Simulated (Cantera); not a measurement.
Charge: 1 mol CS2, 6.1 mol H2O, at 2450 °C and 0.180 bar.

Cantera equilibrium calculation (NASA polynomials, part measured and part estimated; ideal gas, pure solids and liquids). Candidate condensed phases: C, C6H6, C7H8, C8H18, H2O, H2SO4, S; 123 gas species. Equilibrium is a limit: real reactors are often held back by kinetics, nucleation or transport.

Base state: H2 0.307, H2O 0.281, CO 0.0933, SO 0.0848, H 0.0809, SO2 0.0682, S 0.0242, OH 0.0194 (mole fractions); condensed: gas only.

**Question.** What changes in the equilibrium state with this change: CS2 replaced by HBr?

**Answer.** 
```tsv
species	before	after
H2O	0.281	0.590
H2	0.307	0.128
Br	0	0.0911
CO	0.0933	0
SO	0.0848	0
SO2	0.0682	0
HBr	0	0.0286
S	0.0242	0
SH	0.0127	0
CO2	0.0126	0
O2	0.00120	0.0304
O	0.00325	0.0163
OH	0.0194	0.0630
H	0.0809	0.0522
S2	0.00981	0
H2S	0.00180	0
S2O	0.000225	0
```
Further candidate phases: Br2.
